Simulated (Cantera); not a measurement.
A perfectly stirred reactor is fed with N₂O : O₂ : N₂ = 1 : 0.23 : 0.0022 (molar parts), at 4300 Pa; it is held at 1450 K, and followed from long to short residence time.

Model: GRI-Mech 3.0 (53 species, 325 reactions), integrated in Cantera. GRI-Mech 3.0 was tuned for natural gas; its chemistry of N2O as a main component is partial and can be far from experiment. Radical loss at walls, strong at low pressure, is not modelled. The temperature is held fixed by assumption; the heat of reaction is taken as removed at once.

x: mole fraction; the columns are a selection and need not sum to one.

```csv
τ (s),x N₂O,x O₂,x NO,x O,x N₂,x NO₂
4.3,0.0933,0.340,0.110,4.08e-5,0.457,?
1.7,0.198,0.316,0.0956,4.24e-5,0.390,?
0.68,0.360,0.282,0.0709,4.32e-5,0.287,?
0.27,0.542,0.243,0.0426,4.35e-5,0.172,?
0.11,0.674,0.215,0.0217,4.36e-5,0.0884,?
0.042,0.753,0.199,0.00924,4.36e-5,0.0387,?
0.017,0.787,0.192,0.00390,4.34e-5,0.0174,?
0.0067,0.802,0.189,0.00155,4.31e-5,0.00803,?
0.0027,0.808,0.187,0.000620,4.24e-5,0.00430,?
0.0011,0.810,0.187,0.000243,4.06e-5,0.00280,?
0.00042,0.811,0.187,8.35e-5,3.66e-5,0.00216,8.55e-10
```

Q: Complete the blanks.

A: 
- 4.3, x NO₂: 5.75e-5
- 1.7, x NO₂: 4.78e-5
- 0.68, x NO₂: 3.32e-5
- 0.27, x NO₂: 1.83e-5
- 0.11, x NO₂: 8.34e-6
- 0.042, x NO₂: 2.91e-6
- 0.017, x NO₂: 8.78e-7
- 0.0067, x NO₂: 2.02e-7
- 0.0027, x NO₂: 3.94e-8
- 0.0011, x NO₂: 6.72e-9
